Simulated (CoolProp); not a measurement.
Vapour pressure (kPa) of isopentane: the reference equation beside estimates from Tc = 187.2 °C, pc = 3378 kPa, ω = 0.227. Clausius-Clapeyron is anchored at 27.05 °C with a constant enthalpy of vaporisation of 24.81 kJ/mol.

Values from CoolProp's reference Helmholtz-energy equation of state, Lemmon 2006. It is a short technical equation, of lower accuracy than the large ones.

```csv
T (°C),reference,Lee-Kesler,Clausius-Clapeyron,van der Waals,Redlich-Kwong,Soave-Redlich-Kwong,Peng-Robinson
27.05,98.63,97.77,98.63,467.0,157.6,97.92,98.51
33.25,121.8,121.1,120.6,521.0,190.1,121.1,121.5
39.45,148.9,148.4,146.3,578.9,227.4,148.4,148.4
45.65,180.5,180.3,176.2,640.9,269.6,180.2,179.8
51.85,216.9,217.1,210.6,707.1,317.3,217.0,216.1
58.05,258.8,259.5,250.1,777.7,370.7,259.4,257.8
64.25,306.5,307.7,295.1,852.6,430.3,307.7,305.3
70.45,360.5,362.3,346.2,932.1,496.4,362.6,359.3
76.65,421.5,423.9,403.8,1016,569.3,424.5,420.2
82.85,489.9,492.9,468.5,1105,649.5,494.1,488.6
89.05,566.2,569.8,540.7,1199,737.2,571.9,565.2
95.15,649.6,653.7,619.8,1295,831.1,657.0,648.9
101.35,743.4,748.0,708.8,1399,934.8,752.8,743.2
107.55,846.8,851.9,807.0,1507,1047,858.5,847.5
113.75,960.6,966.0,915.0,1621,1168,974.8,962.3
```

Absolute difference from the reference over all 15 rows, mean and median: Lee-Kesler 0.5 and 0.6 %, Clausius-Clapeyron 3.4 and 4.0 %, van der Waals 181.4 and 158.6 %, Redlich-Kwong 38.8 and 37.7 %, Soave-Redlich-Kwong 0.7 and 0.7 %, Peng-Robinson 0.2 and 0.3 %.
